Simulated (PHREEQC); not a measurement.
Consider water at 20 °C with 0.00055 mol/kgw Ag2SO4, 0.034 mol/kgw HNO3 and 0.0078 mol/kgw Zn(NO3)2. Closed to the air; pH follows from the charge balance.

Computed with PHREEQC (ion-association model, wateq4f.dat).

This is a speciation only: nothing precipitates in the calculation.

Predict the pH.

pH 1.54.

In which forms is S present?

HSO4- 50 %, SO4-2 37 %, ZnSO4 13 % of the S.
